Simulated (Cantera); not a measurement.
Premixed flame

A freely propagating, adiabatic, planar premixed flame of 5.47 % CH4, 0.312 % C2H6, 17.7 % O2, 66.7 % N2, 9.84 % H2O, equivalence ratio 0.68, unburnt at 600 K and 9.87 atm; mixture-averaged transport, grid criteria slope 0.08 and curve 0.16, no radiation.

Model: GRI-Mech 3.0 (53 species, 325 reactions), integrated in Cantera. Burning velocities carry a grid error of a few per cent, more on coarse grids.

```tsv
z (mm)	T (K)	u (m/s)	x CH4	x C2H6	x O2	x C2H4	x H2	x CH2O
-0.476	603	0.170	0.0545	0.00311	0.176	8.32e-7	0.000343	1.43e-6
-0.317	616	0.174	0.0537	0.00310	0.175	6.75e-6	0.000688	1.15e-5
-0.238	649	0.183	0.0520	0.00306	0.173	2.74e-5	0.00102	4.61e-5
-0.159	767	0.217	0.0460	0.00284	0.163	0.000132	0.00150	0.000218
-0.0793	1124	0.320	0.0284	0.00175	0.130	0.000589	0.00212	0.000901
-0.0396	1423	0.406	0.0136	0.000665	0.100	0.000802	0.00240	0.00101
0	1708	0.486	0.00180	2.82e-5	0.0710	0.000188	0.00193	0.000220
0.0396	1823	0.517	2.81e-5	1.11e-8	0.0600	1.44e-6	0.000785	5.71e-6
0.0793	1858	0.525	3.94e-7	<1e-8	0.0576	<1e-8	0.000354	8.59e-8
0.159	1878	0.530	<1e-8	<1e-8	0.0566	<1e-8	0.000114	<1e-8
0.317	1883	0.532	<1e-8	<1e-8	0.0564	<1e-8	4.14e-5	<1e-8
0.634	1884	0.532	<1e-8	<1e-8	0.0564	<1e-8	3.33e-5	<1e-8
1.27	1884	0.532	<1e-8	<1e-8	0.0564	<1e-8	3.31e-5	<1e-8
```
x: mole fraction of selected species; z is measured from the peak of heat release.

```json
{
  "laminar_burning_velocity": "16.9 cm/s",
  "thermal_thickness": "0.159 mm",
  "peak x(C2H4)": "0.000812",
  "peak x(H2)": "0.00241",
  "peak x(CH2O)": "0.00109",
  "grid_points": "132"
}
```
